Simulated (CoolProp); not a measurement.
Vapour-liquid equilibrium of R134a (1) + R227EA (2) at 12.8 bar; x and y are mole fractions of (1).

Computed with CoolProp (multi-fluid Helmholtz-energy mixture model, Tillner-Roth 1994 and Lemmon 2016; pair parameters Bell 2016).

```csv
x,bubble temperature (K),y at the bubble point,dew temperature at overall composition x (K),liquid density (mol/L)
0.05,335.6,0.066,335.9,7.174
0.125,334.1,0.160,334.6,7.397
0.2,332.6,0.249,333.4,7.628
0.275,331.2,0.333,332.2,7.867
0.35,330.0,0.413,331.0,8.116
0.425,328.8,0.490,329.8,8.376
0.5,327.6,0.563,328.6,8.648
0.575,326.6,0.633,327.5,8.932
0.65,325.6,0.701,326.4,9.231
0.725,324.7,0.767,325.3,9.545
0.8,323.9,0.831,324.3,9.877
0.875,323.1,0.895,323.4,10.23
0.95,322.4,0.958,322.5,10.60
```

No azeotrope shows between x = 0.05 and 0.95.

The pair parameters rest on a limited set of measurements; away from them the model extrapolates.
